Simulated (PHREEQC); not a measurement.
A column of 1 m (30 cells, dispersivity 0.05 m, 300 s a shift, diffusion coefficient 3e-10 m²/s) holds 0.0076 eq of the database's cation exchanger X per kg of pore water, first in equilibrium with 0.024 mol BaCl2 and 1e-05 mol HCl per kg of water. It is flushed with 0.0018 mol BaCl2, 0.0099 mol CaCl2 and 1e-05 mol HCl per kg of water, at 40 °C. Values are for the last cell. CO2 from the air is kept out. Nothing may precipitate in this run.

Equilibrium calculation in PHREEQC: ion-association model, phreeqc.dat.

### Question
Predict Ca in solution (mol/kgw), Ba in solution (mol/kgw), Cl in solution (mol/kgw), BaX2 on the exchanger (mol/kgw) at pore volumes = 0.7167, 1.017, 1.217, 1.317, 1.717.

### Answer
```
pore volumes  Ca in solution (mol/kgw)  Ba in solution (mol/kgw)  Cl in solution (mol/kgw)  BaX2 on the exchanger (mol/kgw)
------------  ------------------------  ------------------------  ------------------------  -------------------------------
0.7167                        0.000776                    0.0210                    0.0436                          0.00369
1.017                          0.00316                    0.0137                    0.0337                          0.00320
1.217                          0.00485                   0.00951                    0.0287                          0.00268
1.317                          0.00561                   0.00793                    0.0271                          0.00241
1.717                          0.00797                   0.00408                    0.0241                          0.00146
```

Species that the database lacks are ignored. At this temperature some constants are extrapolated from 25 °C, and those without enthalpy data are left unchanged.
